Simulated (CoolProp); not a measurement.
Tetradecamethylhexasiloxane (MD4M) along the isobar 5.95 bar: Z from the reference equation and from simpler models built on Tc = 653.2 K, pc = 8.286 bar, ω = 0.800; each cubic takes its own stable root.

The numbers come from the reference Helmholtz-energy equation of state, Thol 2019 in CoolProp.

```csv
T (K),phase,reference
350.5,liquid,0.1120
374.5,liquid,0.1078
398.4,liquid,0.1044
422.4,liquid,0.1015
446.3,liquid,0.09928
470.3,liquid,0.09759
494.2,liquid,0.09646
518.1,liquid,0.09594
542.1,liquid,0.09612
566,liquid,0.09724
590,liquid,0.09983
613.9,liquid,0.1055
```

Problem. How far does each simpler model (Soave-Redlich-Kwong, Peng-Robinson) lie from the reference over these 12 states: mean and median of the absolute difference, and the worst?

Solution. 
- Soave-Redlich-Kwong: mean 13.6 %, median 13.0 %, worst +18.3 % at 613.9 K and 5.95 bar
- Peng-Robinson: mean 1.7 %, median 1.3 %, worst +4.9 % at 613.9 K and 5.95 bar
